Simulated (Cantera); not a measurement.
# Equilibrium for carbon deposition, reforming and gasification: C3H8 + H2O + N2

A closed system holds: 1 mol C3H8, 1.6 mol H2O, 0.35 mol N2, at 1423.15 K and 900 Torr.

Method: chemical equilibrium by Gibbs-energy minimisation in Cantera with the NASA 1993 tables (ideal gas, pure condensed phases). Candidate condensed phases: C, C6H6, C7H8, C8H18, H2O; 136 gas species. The numbers say what is thermodynamically allowed, not how fast it happens.

The x(H2) is 0.738. The x(CO) comes out as 0.212 and the x(N2) is 0.0464. The x(CH4) is 0.00249 and the x(H2O) is 0.000579. The x(HCN) is 0.000111, the x(CO2) is 7.33e-5 and the x(NH3) is 1.30e-5. The x(H) is 5.22e-6 and the n(C(graphite)) is 1.39 mol. The gas amount is 7.526 mol.
